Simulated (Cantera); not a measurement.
Charge: 1 mol SiH4, 0.62 mol HCl, 140 mol N2, at 1175 °C and 16000 Pa.

Equilibrium computed with Cantera from the NASA thermochemical tables; the gas is ideal and each condensed phase is pure. Candidate condensed phases: NH4Cl, Si, Si3N4; 28 gas species. N2 is the only nitrogen source here; it is nearly inert below about 1500 K, so the nitride shown seldom forms there in practice. Rates play no part.

Base state: N2 0.982, H2 0.0141, HCl 0.00435 (mole fractions); condensed: Si3N4(s).

Problem. What changes in the equilibrium state with this change: SiH4 replaced by Si2H6?

Solution. 
```json
[
 {"species": "N2", "before": "0.982", "after": "0.975"},
 {"species": "H2", "before": "0.0141", "after": "0.0211"},
 {"species": "HCl", "before": "0.00435", "after": "0.00434"},
 {"species": "Si3N4(s), mol", "before": "0.333", "after": "0.666"}
]
```
The feed counts by its element totals alone.

Problem. What changes in the equilibrium state with this change: SiH4 replaced by SiHCl3?

Solution. 
```tsv
species	before	after
N2	0.982	0.984
HCl	0.00435	0.0104
SiCl4	8.96e-8	0.00231
H2	0.0141	0.000502
SiCl3	4.73e-7	0.000962
SiCl2	9.17e-6	0.00147
Si3N4(s), mol	0.333	0.108
```
The tables' values for SiCl3 are old estimates; treat these amounts as uncertain.
